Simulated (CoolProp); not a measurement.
Vapour-liquid equilibrium of benzene (1) + toluene (2) at 0.0812 MPa; x and y are mole fractions of (1).

Computed with CoolProp (multi-fluid Helmholtz-energy mixture model, Thol 2012 and Lemmon 2006; pair parameters Bell 2016).

| x | bubble temperature (K) | y at the bubble point | dew temperature at overall composition x (K) | liquid density (mol/L) |
|---|---|---|---|---|
| 0.05 | 373.9 | 0.109 | 375.1 | 8.632 |
| 0.15 | 369.8 | 0.294 | 373.0 | 8.817 |
| 0.25 | 366.1 | 0.444 | 370.8 | 9.004 |
| 0.35 | 362.6 | 0.567 | 368.5 | 9.193 |
| 0.45 | 359.5 | 0.669 | 365.9 | 9.385 |
| 0.55 | 356.6 | 0.753 | 363.1 | 9.581 |
| 0.65 | 354.0 | 0.824 | 360.1 | 9.780 |
| 0.75 | 351.6 | 0.884 | 356.8 | 9.983 |
| 0.85 | 349.3 | 0.936 | 353.0 | 10.19 |
| 0.95 | 347.2 | 0.980 | 348.6 | 10.41 |

No azeotrope shows between x = 0.05 and 0.95.

Pair parameters are fitted to limited data, so mixtures are less certain than the pure fluids.
